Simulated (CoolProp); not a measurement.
Vapour-liquid equilibrium of acetone (1) + dimethyl carbonate (2) at 176.65 °C; x and y are mole fractions of (1).

The numbers come from the multi-fluid Helmholtz-energy mixture model, Lemmon 2006 and Zhou 2011; pair parameters Bell 2016 in CoolProp.

```
x      bubble pressure, mixture model (MPa)  bubble pressure, Raoult's law (MPa)  y, mixture model  y, Raoult's law
-----  ------------------------------------  -----------------------------------  ----------------  ---------------
0.05                                    ___                               0.9228               ___            0.101
0.125                                 1.000                               0.9975             0.215            0.234
0.2                                   1.073                                1.072             0.318            0.349
0.275                                 1.144                                1.147               ___            0.448
0.35                                  1.214                                1.222             0.490            0.536
0.425                                 1.284                                1.296             0.564            0.613
0.5                                   1.354                                1.371             0.633            0.682
0.575                                 1.426                                1.446             0.697            0.743
0.65                                  1.499                                1.521             0.758            0.799
0.725                                 1.574                                1.595               ___            0.850
0.8                                   1.651                                1.670             0.869            0.895
0.875                                   ___                                1.745             0.920            0.937
0.95                                    ___                                1.820             0.969            0.976
```

Question: What belongs in the gaps?

Answer: 
- 0.05, bubble pressure, mixture model (MPa): 0.9252
- 0.05, y, mixture model: 0.094
- 0.275, y, mixture model: 0.409
- 0.725, y, mixture model: 0.815
- 0.875, bubble pressure, mixture model (MPa): 1.731
- 0.95, bubble pressure, mixture model (MPa): 1.813

The largest gap from Raoult's law is -1.4 % in bubble pressure, at x = 0.65. No azeotrope shows between x = 0.05 and 0.95.

Pair parameters are fitted to limited data, so mixtures are less certain than the pure fluids.
